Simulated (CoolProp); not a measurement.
A simple Rankine cycle with R365MFC: condensing at 325.15 K, boiler at 0.926 MPa, turbine inlet 408.1 K, turbine efficiency 0.9, pump efficiency 0.8, no recuperator. Each further row changes one setting.

Computed with CoolProp (reference Helmholtz-energy equation of state, Lemmon 2016).

```csv
case,thermal efficiency (%),net work (kJ/kg),heat in (kJ/kg),turbine exit temperature (K),volume ratio over the turbine
as stated,11.9,31.3,263,369.8,(withheld)
turbine inlet 428.1 K,(withheld),33.6,(withheld),390.8,6.31
condensing temperature 317.15 K,13.1,36.1,(withheld),364.9,8.44
boiler pressure 0.648 MPa,9.8,26.2,269,379.0,4.33
turbine efficiency 0.8,10.5,(withheld),263,372.9,(withheld)
```

**Question.** Fill in the missing entries.

**Answer.** 
- as stated, volume ratio over the turbine: 6.47
- turbine inlet 428.1 K, thermal efficiency (%): 11.6
- turbine inlet 428.1 K, heat in (kJ/kg): 290
- condensing temperature 317.15 K, heat in (kJ/kg): 274
- turbine efficiency 0.8, net work (kJ/kg): 27.7
- turbine efficiency 0.8, volume ratio over the turbine: 6.53
